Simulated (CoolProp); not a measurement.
The numbers come from the reference Helmholtz-energy equation of state, Outcalt 1996 in CoolProp. It is a modified Benedict-Webb-Rubin equation, recast in Helmholtz form.

Q: Give the vapour pressure (MPa), vapour Z, surface tension (mN/m) of saturated R152A at 316.9, 371.7 K.

A: 
```json
[
 {"T (K)": "316.9", "p (MPa)": "1.00", "vapour Z": "0.803", "surface tension (mN/m)": "7.27"},
 {"T (K)": "371.7", "p (MPa)": "3.41", "vapour Z": "0.524", "surface tension (mN/m)": "1.11"}
]
```

Surface tension comes from a separate correlation (Mulero 2012).
